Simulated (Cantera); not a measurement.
Cantera run, input and output.

```python
import numpy as np
import cantera as ct

gas = ct.Solution("gri30.yaml")
gas.TPX = 1250, 84000, {'N2O': 1}
reactor = ct.IdealGasConstPressureReactor(gas, energy="off", clone=False)
net = ct.ReactorNet([reactor])
net.rtol, net.atol = 1e-08, 1e-18
show = ['N2O', 'N2', 'NO2', 'O', 'NO']
times = np.geomspace(1e-05, 200, 14)

steps = ct.SolutionArray(gas, extra=["t"])
rows = []
print(f"{'t/s':>10s}{'T/K':>9s}{'P/Pa':>11s}" + "".join(f"{s:>11s}" for s in show))
for t in times:
    while net.time < t:
        t_next = net.step()
        steps.append(gas.state, t=t_next)
    rows.append([np.interp(t, steps.t, y) for y in (steps.T, steps.P, *steps(*show).X.T)])
    print(f"{t:10.3e}{rows[-1][0]:9.1f}{rows[-1][1]:11.4g}" + "".join(f"{x:11.3e}" for x in rows[-1][2:]))
rate = np.gradient(steps.T, steps.t)
print("integrator steps:", len(steps.t))
if steps.T.max() > steps.T[0] + 200:
    print(f"time of steepest temperature rise: {steps.t[rate.argmax()]:.4e} s")
gas.TPX = 1250, 84000, {'N2O': 1}
gas.equilibrate("TP")
print(f"equilibrium (TP): T = {gas.T:.1f} K  " + "  ".join(f"{s} {gas[s].X[0]:.3e}" for s in show))
```

Output:

```
       t/s      T/K       P/Pa        N2O         N2        NO2          O         NO
 1.000e-05   1250.0    8.4e+04  1.000e+00  8.882e-06  2.230e-12  2.982e-06  7.932e-07
 3.644e-05   1250.0    8.4e+04  9.999e-01  3.866e-05  7.830e-11  3.667e-06  4.705e-06
 1.328e-04   1250.0    8.4e+04  9.998e-01  1.493e-04  1.352e-09  3.675e-06  1.958e-05
 4.840e-04   1250.0    8.4e+04  9.991e-01  5.525e-04  1.891e-08  3.675e-06  7.376e-05
 1.764e-03   1250.0    8.4e+04  9.968e-01  2.018e-03  2.419e-07  3.673e-06  2.706e-04
 6.428e-03   1250.0    8.4e+04  9.883e-01  7.320e-03  2.667e-06  3.667e-06  9.804e-04
 2.343e-02   1250.0    8.4e+04  9.582e-01  2.610e-02  2.031e-05  3.636e-06  3.479e-03
 8.537e-02   1250.0    8.4e+04  8.594e-01  8.792e-02  9.018e-05  3.515e-06  1.160e-02
 3.111e-01   1250.0    8.4e+04  6.012e-01  2.499e-01  2.679e-04  3.099e-06  3.194e-02
 1.134e+00   1250.0    8.4e+04  2.209e-01  4.907e-01  4.957e-04  1.924e-06  5.720e-02
 4.132e+00   1250.0    8.4e+04  2.040e-02  6.215e-01  6.063e-04  3.316e-07  6.302e-02
 1.506e+01   1250.0    8.4e+04  2.244e-05  6.353e-01  9.126e-04  4.204e-08  6.231e-02
 5.488e+01   1250.0    8.4e+04  1.023e-06  6.354e-01  9.141e-04  4.176e-08  6.226e-02
 2.000e+02   1250.0    8.4e+04  1.017e-06  6.355e-01  9.116e-04  4.177e-08  6.208e-02
integrator steps: 1313
equilibrium (TP): T = 1250.0 K  N2O 1.885e-08  N2 6.665e-01  NO2 5.073e-06  O 4.388e-08  NO 3.286e-04
```

Detailed kinetics in Cantera: GRI-Mech 3.0 (53 species, 325 reactions). GRI-Mech 3.0 was tuned for natural gas; its chemistry of N2O as a main component is partial and can be far from experiment. The mechanism lacks the step 2 NO + O2 → 2 NO2, which can matter for NO2 below about 1400 K. The temperature is held fixed by assumption; the heat of reaction is taken as removed at once.
